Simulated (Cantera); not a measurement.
What does this Cantera script print?

```python
import numpy as np
import cantera as ct

gas_names = """
    Fe FeO N NO NO2 NO3 N2 N2O O O2 O3 S SN SO SO2 SO3 S2 S2O S8
""".split()
cond_names = """
    Fe(a) Fe(c) Fe(d) Fe(L) FeO(s) FeO(L) FeS(a) FeS(b) FeS(c) FeS(L) FeSO4(s) FeS2(s) Fe2O3(s)
    Fe2S3O12(s) Fe3O4(s) S(cr1) S(cr2) S(L)
""".split()


# ... load() reads the species with a 1 bar reference pressure and builds the phases ...
atoms = {
    'FeS': {'Fe': 1, 'S': 1},
    'SO2': {'S': 1, 'O': 2},
    'N2': {'N': 2},
}
top_T = {'FeSO4(s)': 950, 'FeS2(s)': 1010, 'Fe2O3(s)': 1830, 'Fe2S3O12(s)': 1100, 'Fe3O4(s)': 1870}  # K; cautious upper limits of use, not melting points


# ... equilibrate(T, P, feed) seeds the gas with the atoms and calls Mixture.equilibrate('TP', solver="vcs", rtol=1e-11, max_steps=5000) ...
results = []
feed = {'FeS': 1, 'SO2': 0.061, 'N2': 2.9}  # mol
P = 1100000  # Pa
for T in [773, 823, 873, 923, 973, 1023, 1073, 1123, 1173, 1223]:
    mix = equilibrate(T, P, feed)
    results.append((T, P, feed, dict(zip(mix.species_names, mix.species_moles))))

top = {s: max(r[3][s] / sum(r[3][g] for g in gas_names) for r in results) for s in gas_names}
cols = sorted((s for s in top if top[s] > 1e-06), key=lambda s: -top[s])[:6]
seen = [c for c in cond_names if any(r[3].get(c, 0) > 1e-12 for r in results)]
print("log10 of partial pressures in bar; condensed amounts in mol")
print(f"{'T/K':>10s}" + "".join(f"{s[:9]:>10s}" for s in cols + seen))
for T, P, feed, n in results:
    ng = sum(n[g] for g in gas_names)
    print(f"{T:10.4g}" + "".join(f"{np.log10(max(n[s] / ng * P / 1e5, 1e-99)):10.3f}" for s in cols)
          + "".join(f"{n.get(c, 0):10.4g}" for c in seen))
```

Output:

```
log10 of partial pressures in bar; condensed amounts in mol
       T/K        N2       SO2        S2       S2O        SO    FeS(c)   FeS2(s)  Fe3O4(s)
       773     1.041    -3.070    -4.652    -6.198    -8.745    0.7569    0.1519   0.03039
       823     1.041    -1.804    -3.488    -4.708    -7.321    0.7728    0.1419   0.02842
       873     1.033    -0.687    -2.457    -3.391    -6.063    0.9791    0.0123  0.002868
       923     1.032    -0.654    -2.305    -3.273    -5.614    0.9983         0  0.000577
       973     1.032    -0.656    -2.193    -3.202    -5.233    0.9978         0 0.0007419
      1023     1.032    -0.659    -2.091    -3.137    -4.890    0.9972         0 0.0009319
      1073     1.032    -0.662    -2.000    -3.079    -4.580    0.9966         0  0.001146
      1123     1.032    -0.666    -1.916    -3.027    -4.297    0.9959         0  0.001383
      1173     1.032    -0.670    -1.841    -2.980    -4.040    0.9951         0  0.001642
      1223     1.032    -0.674    -1.772    -2.937    -3.803    0.9942         0  0.001919
```

Method: chemical equilibrium by Gibbs-energy minimisation in Cantera with the NASA 1993 tables (ideal gas, pure condensed phases). Mutual solubility and eutectic melting of coexisting phases are not modelled. FeS: taken at fixed stoichiometry. Gases not in the tables: S3 to S7.
